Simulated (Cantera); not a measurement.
Input: 1 mol Al2O3, 21 mol HCl, 4.7 mol O2, held at 495 Torr.

Method: chemical equilibrium by Gibbs-energy minimisation in Cantera with the NASA 1993 tables (ideal gas, pure condensed phases). Candidate condensed phases: Al, AlCl3, Al2O3, H2O; 29 gas species. Condensed phases not in the tables: AlOCl. Gases not in the tables: Al(OH)3. Rates play no part.

x: gas mole fraction; n: condensed amount in mol.

| T (K) | x HCl | x Cl2 | x H2O | x O2 | x Cl | x OH | n Al2O3(s) |
|---|---|---|---|---|---|---|---|
| 675 | 0.267 | 0.346 | 0.346 | 0.0416 | 2.19e-7 | 1.32e-11 | 1.00 |
| 825 | ___ | ___ | ___ | ___ | ___ | ___ | 1.00 |
| 975 | 0.535 | 0.177 | 0.177 | 0.110 | 0.000137 | 8.76e-8 | 1.00 |
| 1125 | 0.610 | ___ | ___ | ___ | ___ | ___ | 1.000 |
| 1275 | 0.658 | 0.0972 | 0.0991 | 0.142 | 0.00379 | 7.82e-6 | 1.000 |
| 1425 | 0.685 | 0.0741 | 0.0799 | 0.149 | 0.0115 | 3.58e-5 | 1.000 |
| 1575 | 0.696 | 0.0552 | 0.0690 | 0.152 | 0.0273 | 0.000124 | 0.999 |
| 1725 | 0.691 | 0.0385 | 0.0652 | 0.151 | 0.0528 | 0.000355 | 0.998 |
| 1875 | 0.673 | 0.0247 | 0.0679 | 0.147 | 0.0858 | 0.000891 | 0.995 |

Task: Fill in the missing entries.

Result: 
- 825, x HCl: 0.420
- 825, x Cl2: 0.249
- 825, x H2O: 0.249
- 825, x O2: 0.0810
- 825, x Cl: 1.01e-5
- 825, x OH: 2.52e-9
- 1125, x Cl2: 0.129
- 1125, x H2O: 0.130
- 1125, x O2: 0.130
- 1125, x Cl: 0.000908
- 1125, x OH: 1.13e-6
